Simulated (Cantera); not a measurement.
A perfectly stirred reactor is fed with C₂H₆ : N₂ = 1 : 8.9 (molar parts), at 0.247 atm; it is held at 1950 K, and followed from long to short residence time.

Computed with Cantera and GRI-Mech 3.0 (53 species, 325 reactions). GRI-Mech 3.0 stops at C3 and has no aromatics, soot or wall deposition, so with more carbon than oxygen in the feed, carbon stays in small species such as C2H2 where larger ones or solid carbon would form.

One state of this run: x C₂H₆ = 0.000696; x C₂H = 1.32e-5; x H₂ = 0.131; x C₂H₂ = 0.0697; x CH₂ = 3.98e-5; x C₂H₄ = 0.00280. x: mole fraction; the columns are a selection and need not sum to one.

Q: Which value of τ (s) does it belong to?
A. 0.0038
B. 0.043
C. 0.0011
D. 5.6

A: C, 0.0011
